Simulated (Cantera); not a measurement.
Charge: 1 mol NaCl, 0.11 mol HCl, 0.98 mol N₂, at 773 K and 1330 Pa.

These are equilibrium values from Cantera (NASA tables, ideal gas, pure condensed phases), not measurements of a reactor. Candidate condensed phases: NH₄Cl, Na, NaCl; 17 gas species. Kinetics and transport are ignored.

Base state: N₂ 0.899, HCl 0.101 (mole fractions); condensed: NaCl(s).

Q: What changes in the equilibrium state with this change: temperature from 773 K to 1600 K?

A: 
| species | before | after |
|---|---|---|
| NaCl | 2.01e-6 | 0.474 |
| N₂ | 0.899 | 0.470 |
| HCl | 0.101 | 0.0519 |
| Cl | 5.74e-9 | 0.000956 |
| Na | <1e-9 | 0.000131 |
| NaCl(s), mol | 1.000 | 0 |
